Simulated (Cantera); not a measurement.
An adiabatic, constant-pressure homogeneous reactor starts with 7.72 % CH₄, 18.0 % O₂, 67.5 % N₂, 6.80 % CO₂, equivalence ratio 0.86, at 1625 K and 0.237 atm.

Model: GRI-Mech 3.0 (53 species, 325 reactions), integrated in Cantera.

### Question
Predict: time of steepest temperature rise; temperature at 3.00 s; equilibrium temperature; x(O₂) at 3.00 s; x(H) at 3.00 s; x(O) at 3.00 s.

### Answer
```
Quantity                                                            Result
---------------------------------  ---------------------------------------
time of steepest temperature rise                                  1.38 ms
temperature at 3.00 s                                               2545 K
equilibrium temperature                                             2545 K
x(O₂) at 3.00 s                      0.0402 (gas-phase equilibrium 0.0402)
x(H) at 3.00 s                     0.00613 (gas-phase equilibrium 0.00613)
x(O) at 3.00 s                     0.00741 (gas-phase equilibrium 0.00741)
```
